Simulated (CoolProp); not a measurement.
Properties of ammonia along the isobar 14.3 MPa (Tc = 405.6 K, pc = 11.36 MPa, ω = 0.256).

Computed with CoolProp (reference Helmholtz-energy equation of state, Gao 2020).

| T (K) | phase | density (kg/m³) | Joule-Thomson coefficient (K/MPa) | fugacity coefficient |
|---|---|---|---|---|
| 267.3 | liquid | 655.3 | -0.1657 | 0.02669 |
| 292.7 | liquid | 622.2 | -0.1261 | 0.06234 |
| 318.1 | liquid | 585.9 | -0.06507 | 0.1227 |
| 343.5 | liquid | 544.9 | 0.03622 | 0.2114 |
| 368.9 | liquid | 495.6 | 0.2273 | 0.3280 |
| 394.3 | liquid | 427.5 | 0.7087 | 0.4659 |
| 419.7 | supercritical | 233.1 | 4.114 | 0.6057 |
| 445.1 | supercritical | 113.8 | 5.596 | 0.6901 |
